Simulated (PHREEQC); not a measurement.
PHREEQC input (Pitzer model, pitzer.dat):

```
SOLUTION 1
  temp 30
  units mol/kgw
  pH 7 charge
  S(6) 0.44
  Na 0.971
  B 0.14
  C(4) 0.004
  Cl 0.013
END
USE solution 1
INCREMENTAL_REACTIONS false
REACTION 1
  H2O -1
  0 9.886 18.011 24.689 30.178 34.689 38.397 41.444
  43.949 46.007 47.699 49.089 50.232 51.172 moles
EQUILIBRIUM_PHASES 1
  Burkeite 0 0
  Halite 0 0
  Mirabilite 0 0
  Nahcolite 0 0
  Natron 0 0
  Thenardite 0 0
  Trona 0 0
  Borax 0 0
  Boric_acid,s 0 0
  NaBO2:4H2O 0 0
  NaB5O8:5H2O 0 0
  Teepleite 0 0
  CO2(g) -3.4 10
SELECTED_OUTPUT 1
  -reset false
  -pH true
  -pe true
  -ionic_strength true
  -water true
  -activities H2O
  -totals B C Cl Na S
  -molalities H+ Na+ Cl- CO3-2 SO4-2 B(OH)3 OH- HCO3- CO2 HSO4-
    B(OH)4- B3O3(OH)4- B4O5(OH)4-2
  -equilibrium_phases Burkeite Halite Mirabilite Nahcolite Natron Thenardite Trona Borax Boric_acid,s NaBO2:4H2O
    NaB5O8:5H2O Teepleite
PRINT
  -reset false
END
```

Selected output (columns that matter, 14 of 14 rows; water left (kg) added in front):

```
water left (kg)	pH	mu	B	C	Cl	Na	S	m_H+	m_Na+	m_Cl-	la_H2O	Mirabilite	Thenardite	Borax
1.00005	8.901	1.4181	0.13999	0.011167	0.012999	0.97095	0.43998	2.7593e-09	0.97095	0.012999	-0.0085595	0	0	0
0.822122	8.9074	1.727	0.17029	0.012282	0.015813	1.1811	0.5352	2.7928e-09	1.1811	0.015813	-0.010153	0	0	0
0.675926	8.9124	2.1032	0.20712	0.013546	0.019233	1.4365	0.65096	2.8138e-09	1.4365	0.019233	-0.012045	0	0	0
0.555798	8.9158	2.5613	0.25189	0.014986	0.02339	1.747	0.79166	2.8131e-09	1.747	0.02339	-0.014304	0	0	0
0.457085	8.9173	3.1189	0.30629	0.016635	0.028441	2.1243	0.96262	2.7791e-09	2.1243	0.028441	-0.017027	0	0	0
0.375156	8.9095	3.7587	0.30257	0.017967	0.034652	2.553	1.1728	2.7611e-09	2.553	0.034652	-0.020119	0	0	0.0066225
0.307822	8.9026	4.54	0.29896	0.019674	0.042232	3.0765	1.4294	2.6574e-09	3.0765	0.042232	-0.023991	0	0	0.011994
0.252522	8.8965	5.4955	0.29792	0.021896	0.051481	3.717	1.7424	2.4483e-09	3.717	0.051481	-0.028918	0	0	0.016192
0.207085	8.8902	6.6647	0.29972	0.024818	0.062776	4.5007	2.1247	2.126e-09	4.5007	0.062776	-0.035295	0	0	0.019483
0.169782	8.8826	8.095	0.30538	0.028751	0.076569	5.4595	2.5916	1.7016e-09	5.4595	0.076569	-0.043684	0	0	0.022038
0.11965	8.9529	8.7304	0.30968	0.037908	0.10865	5.8975	2.7836	1.2674e-09	5.8975	0.10865	-0.048059	0.10695	0	0.025737
0.0681835	9.1168	8.8302	0.31591	0.062847	0.19066	6.001	2.7675	8.2615e-10	6.001	0.19066	-0.050058	0.2513	0	0.029615
0.0260466	9.3895	9.2718	0.34239	0.16385	0.49911	6.423	2.7228	3.6067e-10	6.423	0.49911	-0.058266	0.36908	0	0.03277
0.0144179	9.5285	10.021	0.36904	0.29826	0.90166	7.0772	2.7181	1.9507e-10	7.0772	0.90166	-0.070856	0.33916	0.061656	0.03367
```
